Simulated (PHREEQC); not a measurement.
Model water analysis in mg/L, 25 °C, pH 3.76, pe 9.6:

```
constituent  mg/L
-----------  ----
Na            379
K            46.1
Ca            352
Mg           1.28
Cl            428
S(6) as SO4  1170
Li           1.92
```

Valence states are taken as typed.

Model: ion-association model, wateq4f.dat, run in PHREEQC.

The ionic strength comes out as 0.0460 mol/kgw. What activity coefficients do Ca+2, Li+, SO4-2, Na+, NaSO4- get?

Ca+2 0.48, Li+ 0.84, SO4-2 0.47, Na+ 0.83, NaSO4- 0.83.

Precipitation was switched off in this run.
